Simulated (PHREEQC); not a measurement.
0.05 mol of Iodyrite (AgI) is brought to equilibrium with 1 kg of water holding 1 mmol/kgw NaCl, at 20 °C, the pH being set by adding NaOH or HCl. Oxygen is held at 0.21 atm. No CO2 enters from the air. Solids allowed: Iodyrite, Cerargyrite, Ag2O. Others were left out.

All values are PHREEQC results (ion-association model, wateq4f.dat), not measurements.

**Question.** Predict AgOH (mol/kgw) at pH = 4, 8.5.

**Answer.** 
```csv
pH,AgOH (mol/kgw)
4,0
8.5,1.13e-12
```

Complexes and solids missing from the database can't appear.
